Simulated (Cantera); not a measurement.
Charge: 1 mol CH2F2, 0.065 mol F2, equilibrated at 1302 °C.

These are equilibrium values from Cantera (NASA tables, ideal gas, pure condensed phases), not measurements of a reactor. Candidate condensed phases: C, C6H6, C7H8, C8H18; 95 gas species. Gases not in the tables: C2F6 and larger saturated fluorocarbons. Rates play no part.

x: gas mole fraction; n: condensed amount in mol.

```tsv
P (Pa)	x HF	x CF4	x F	x CF2	x CF3	n C(graphite)
1	0.973	0.0108	0.0120	0.00407	4.43e-5	0.969
5.20	0.980	0.0140	0.00371	0.00203	3.56e-5	0.967
27	0.983	0.0152	0.00110	0.000931	2.52e-5	0.967
140	0.984	0.0157	0.000323	0.000415	1.71e-5	0.967
720	0.984	0.0159	?	?	?	0.967
3700	0.984	0.0159	?	?	?	0.967
19000	0.984	0.0160	8.16e-6	3.59e-5	5.07e-6	0.967
100000	0.984	0.0160	2.35e-6	1.57e-5	3.35e-6	0.967
```

**Question.** Fill in the missing entries.

**Answer.** 
- 3700, x F: 2.78e-5
- 3700, x CF2: 8.14e-5
- 3700, x CF3: 7.62e-6
- 720, x F: 9.49e-5
- 720, x CF2: 0.000184
- 720, x CF3: 1.14e-5
